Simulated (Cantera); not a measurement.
Feed: 1 mol Si2H6, 0.0034 mol Cl2, 12 mol H2, 0.34 mol HCl, held at 1277 °C and 2100 Pa.

Cantera equilibrium calculation (NASA polynomials, part measured and part estimated; ideal gas, pure solids and liquids). Candidate condensed phases: Si; 19 gas species. The feed counts by its element totals alone. The numbers say what is thermodynamically allowed, not how fast it happens.

Base state: H2 0.979, HCl 0.0199, SiCl2 0.00135, H 0.000215 (mole fractions); condensed: Si(s).

Problem. What changes in the equilibrium state with this change: Si2H6 replaced by Si2Cl6?

Solution. 
| species | before | after |
|---|---|---|
| H2 | 0.979 | 0.717 |
| HCl | 0.0199 | 0.159 |
| SiCl2 | 0.00135 | 0.117 |
| SiCl4 | 1.06e-7 | 0.000803 |
| SiCl3 | 7.15e-6 | 0.00581 |
| SiHCl3 | 6.41e-7 | 0.000446 |
| Si(s), mol | 1.98 | 0.0998 |
The tables' values for SiCl3, SiCl are old estimates; treat these amounts as uncertain.

Problem. What changes in the equilibrium state with this change: Si2H6 replaced by SiH2Cl2?

Solution. 
```csv
species,before,after
H2,0.979,0.872
HCl,0.0199,0.0936
SiCl2,0.00135,0.0335
SiCl4,1.06e-7,6.55e-5
SiCl3,7.15e-6,0.000887
"Si(s), mol",1.98,0.505
```
The tables' values for SiCl3, SiCl are old estimates; treat these amounts as uncertain.

Problem. What changes in the equilibrium state with this change: temperature from 1277 °C to 827 °C?

Solution. 
| species | before | after |
|---|---|---|
| H2 | 0.979 | 0.981 |
| HCl | 0.0199 | 0.0178 |
| SiCl2 | 0.00135 | 0.000656 |
| SiCl4 | 1.06e-7 | 0.000469 |
| H | 0.000215 | 1.77e-7 |
| SiHCl3 | 6.41e-7 | 0.000382 |
| SiH2Cl2 | 6.33e-7 | 3.72e-5 |
| SiCl3 | 7.15e-6 | 0.000149 |
| Si(s), mol | 1.98 | 1.97 |
The tables' values for SiCl3 are old estimates; treat these amounts as uncertain.
